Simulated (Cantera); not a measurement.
Charge: 1 mol FeCl₃, 20 mol H₂, a varied amount of N₂, equilibrated at 425 °C and 0.540 Pa.

Equilibrium computed with Cantera from the NASA thermochemical tables; the gas is ideal and each condensed phase is pure. Candidate condensed phases: Fe, FeCl₂, FeCl₃, NH₄Cl; 18 gas species. The numbers say what is thermodynamically allowed, not how fast it happens.

Task: At 0.49 mol N₂, list the 4 most abundant gas species with their mole fractions, and the condensed phases.

Result: H₂ 0.842, HCl 0.136, N₂ 0.0223, FeCl₂ 0.000410. Condensed: Fe(α).
